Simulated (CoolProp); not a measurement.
A simple Rankine cycle with water: condensing at 329.15 K, boiler at 0.307 MPa, turbine inlet 557.4 K, turbine efficiency 0.85, pump efficiency 0.8, no recuperator. Each further row changes one setting.

Values from CoolProp's reference Helmholtz-energy equation of state, Wagner 2002.

| case | thermal efficiency (%) | net work (kJ/kg) | heat in (kJ/kg) | turbine exit temperature (K) | volume ratio over the turbine |
|---|---|---|---|---|---|
| as stated | 16.6 | 464 | 2800 | 329.1 | 10.9 |
| turbine inlet 577.4 K | 16.8 | 479 | 2840 | 329.1 | 10.6 |
| condensing temperature 321.15 K | 18.0 | 511 | 2840 | 321.1 | 15.5 |
| boiler pressure 0.215 MPa | 15.0 | 419 | 2810 | 338.6 | 7.91 |
| turbine efficiency 0.75 | 14.6 | 409 | 2800 | 342.3 | 11.5 |

The expansion ends wet for: as stated; turbine inlet 577.4 K; condensing temperature 321.15 K.
